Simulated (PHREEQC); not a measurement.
Make-up at 80 °C: 120 mmol/kgw Li2SO4, 0.47 mmol/kgw NaHSO4 and 0.91 mmol/kgw Li2CO3. Closed to the air; pH follows from the charge balance.

The numbers come from PHREEQC with the ion-association model, phreeqc.dat.

| quantity | before | after |
|---|---|---|
| pH | 8.88 | 8.98 |
| SO4-2 (mol/kgw) | 0.0994 | 0.0226 |
| LiSO4- (mol/kgw) | 0.0210 | 0.00182 |
| HCO3- (mol/kgw) | 0.000773 | 0.000790 |

Question: Name the change that produced these shifts.
A) Li2SO4 from 0.12 to 0.024 mol/kgw
B) Li2CO3 from 0.00091 to 0.00136 mol/kgw
C) NaHSO4 from 0.00047 to 0.000705 mol/kgw

Answer: A, Li2SO4 from 0.12 to 0.024 mol/kgw

No solid was allowed to form. Constants without temperature data keep their 25 °C values here.
